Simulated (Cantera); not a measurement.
A closed system holds: 1 mol CaF₂, 0.3 mol H₂O, 310 mol H₂, held at 1148 K and 17.0 Pa.

These are equilibrium values from Cantera (NASA tables, ideal gas, pure condensed phases), not measurements of a reactor. Candidate condensed phases: Ca, CaF₂, CaO, Ca(OH)₂, H₂O; 29 gas species. Mutual solubility and eutectic melting of coexisting phases are not modelled. Rates play no part.

Task: What is the equilibrium state?

Result: 
```
Quantity                              Value
--------------------------------  ---------
x(H₂)                                 0.999
x(HF)                              0.000918
x(H₂O)                             0.000507
x(H)                                5.49e-6
n(CaF₂(s))                        0.857 mol
n(CaO(s))                         0.142 mol
gas amount                        310.4 mol
log10 activity of Ca(l) (absent)     -11.72
```
